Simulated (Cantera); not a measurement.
Charge: 1 mol SiH4, 30 mol NO, 2.1 mol H2, held at 1175 K and 36.0 mbar.

Cantera equilibrium calculation (NASA polynomials, part measured and part estimated; ideal gas, pure solids and liquids). Candidate condensed phases: H2O, Si, SiO2, Si2N2O, Si3N4; 35 gas species. The tables hold silica as quartz up to 1696 K and as liquid above; real silica turns to tridymite and cristobalite and melts near 1996 K. The numbers say what is thermodynamically allowed, not how fast it happens.

What is the equilibrium state?


* **x(N2)**: 0.483
* **x(O2)**: 0.385
* **x(H2O)**: 0.132
* **x(NO)**: 0.000171
* **x(OH)**: 6.49e-6
* **n(SiO2(β-quartz))**: 1.00 mol
* **gas amount**: 31.05 mol
* **log10 activity of Si(s) (absent)**: -29.24
